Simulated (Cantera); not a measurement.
Feed: 1 mol H2O, at 3573 K and 713 Torr.

Cantera equilibrium calculation (NASA polynomials, part measured and part estimated; ideal gas, pure solids and liquids). Candidate condensed phases: H2O; 9 gas species. Kinetics and transport are ignored.

Base state: H 0.300, H2O 0.179, H2 0.177, OH 0.146, O 0.143, O2 0.0555, HO2 4.98e-5 (mole fractions); condensed: gas only.

**Question.** What changes in the equilibrium state with this change: 0.002 mol CO2 added?

**Answer.** 
```
species   before     after
-------  -------  --------
H          0.300     0.299
H2O        0.179     0.179
H2         0.177     0.176
CO             0   0.00103
O2        0.0555    0.0557
O          0.143     0.143
OH         0.146     0.145
CO2            0  0.000125
HO2      4.98e-5   4.98e-5
```
Further candidate phases: C, C6H6, C7H8, C8H18.

**Question.** What changes in the equilibrium state with this change: temperature from 3573 K to 3300 K?

**Answer.** 
```tsv
species	before	after
H2O	0.179	0.387
H2	0.177	0.182
H	0.300	0.160
O	0.143	0.0725
O2	0.0555	0.0599
OH	0.146	0.139
HO2	4.98e-5	5.29e-5
```

**Question.** What changes in the equilibrium state with this change: temperature from 3573 K to 825 K?

**Answer.** 
```csv
species,before,after
H2O,0.179,1.00
H2,0.177,3.78e-9
O2,0.0555,1.87e-9
H,0.300,<1e-9
OH,0.146,<1e-9
O,0.143,<1e-9
HO2,4.98e-5,<1e-9
```
